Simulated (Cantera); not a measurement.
An isothermal, constant-pressure homogeneous reactor starts with CH4 : H2O = 1 : 0.78 (molar parts), at 1900 K and 5630 Torr.

Detailed kinetics in Cantera: GRI-Mech 3.0 (53 species, 325 reactions).

x: mole fraction; the columns are a selection and need not sum to one.

```tsv
t (s)	x CH4	x H2O	x CO	x CH2CO	x HO2
2.00e-5	0.472	0.422	0.000363	[?]	4.72e-12
8.89e-5	0.299	0.367	0.00215	[?]	3.00e-12
0.000395	0.139	0.311	0.00775	[?]	1.94e-12
0.00175	0.0564	0.258	0.0272	[?]	1.39e-12
0.00780	0.0399	0.176	0.0816	[?]	<1e-12
0.0346	0.0307	0.0759	0.160	[?]	<1e-12
0.154	0.0221	0.0151	0.211	[?]	<1e-12
0.684	0.0194	0.000245	0.223	1.40e-6	<1e-12
3.04	0.0193	2.49e-5	0.224	1.39e-6	<1e-12
13.5	0.0193	2.49e-5	0.224	1.39e-6	<1e-12
60.0	0.0193	2.49e-5	0.224	1.39e-6	<1e-12
```

### Question
Complete the blanks.

### Answer

- 2.00e-5, x CH2CO: 3.76e-6
- 8.89e-5, x CH2CO: 6.34e-5
- 0.000395, x CH2CO: 9.37e-5
- 0.00175, x CH2CO: 8.34e-5
- 0.00780, x CH2CO: 4.37e-5
- 0.0346, x CH2CO: 1.17e-5
- 0.154, x CH2CO: 2.51e-6
